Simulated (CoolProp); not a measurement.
Vapour-liquid equilibrium of CF4 (R14) (1) + R13 (2) at 25.5 kPa; x and y are mole fractions of (1).

Computed with CoolProp (multi-fluid Helmholtz-energy mixture model, Platzer 1990 and Platzer 1990; pair parameters Bell 2016). This equation is an older, rougher fit; its heat capacities, sound speeds and derivatives of the liquid may be far off and weren't checked against measurements.

Task: Give the bubble temperature and the first vapour's composition at x = 0.35, 0.65, 0.8. Is there an azeotrope?

Result: x = 0.35: 136.9 K, y = 0.963; x = 0.65: 131.9 K, y = 0.987; x = 0.8: 130.2 K, y = 0.993. No azeotrope shows between x = 0.05 and 0.95.

Pair parameters are fitted to limited data, so mixtures are less certain than the pure fluids.
